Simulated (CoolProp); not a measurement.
Properties of octamethylcyclotetrasiloxane (D4) along the isotherm 620 K.

Computed with CoolProp (reference Helmholtz-energy equation of state, Thol 2015).

```tsv
p (bar)	phase	Joule-Thomson coefficient (K/MPa)	fugacity coefficient
1.68	gas	7.423	0.9649
3.37	gas	7.901	(withheld)
5.05	gas	8.455	(withheld)
6.74	gas	(withheld)	0.8618
8.42	gas	9.894	0.8285
10.1	gas	(withheld)	0.7955
11.8	gas	(withheld)	0.7625
13.5	supercritical	13.49	0.7298
15.2	supercritical	15.29	0.6974
16.8	supercritical	17.05	0.6669
18.5	supercritical	17.62	0.6348
20.2	supercritical	14.85	0.6033
```

### Question
Complete the blanks.

### Answer

- 3.37, fugacity coefficient: 0.9300
- 5.05, fugacity coefficient: 0.8958
- 6.74, Joule-Thomson coefficient (K/MPa): 9.112
- 10.1, Joule-Thomson coefficient (K/MPa): 10.84
- 11.8, Joule-Thomson coefficient (K/MPa): 12.02
